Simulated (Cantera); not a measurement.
Feed: 1 mol Si, 1.4 mol HF, 22 mol N2, 0.65 mol F2.

These are equilibrium values from Cantera (NASA tables, ideal gas, pure condensed phases), not measurements of a reactor. Candidate condensed phases: Si, Si3N4; 37 gas species. N2 is the only nitrogen source here; it is nearly inert below about 1500 K, so the nitride shown seldom forms there in practice. The tables' values for SiF2, SiF3 are old estimates. Kinetics and transport are ignored.

Q: What condenses at these points (T in K, P in Pa): (1373, 24000); (1373, 320); (1523, 1300); (1573, 4.2); (1323, 320)?

A: 
```json
[
 {"T (K)": "1373", "P in Pa": "24000", "condensed phases": "Si3N4", "Si condensed (%)": "32.6"},
 {"T (K)": "1373", "P in Pa": "320", "condensed phases": "Si3N4", "Si condensed (%)": "31.1"},
 {"T (K)": "1523", "P in Pa": "1300", "condensed phases": "Si3N4", "Si condensed (%)": "27.7"},
 {"T (K)": "1573", "P in Pa": "4.2", "condensed phases": "gas only", "Si condensed (%)": "0.0"},
 {"T (K)": "1323", "P in Pa": "320", "condensed phases": "Si3N4", "Si condensed (%)": "32.0"}
]
```
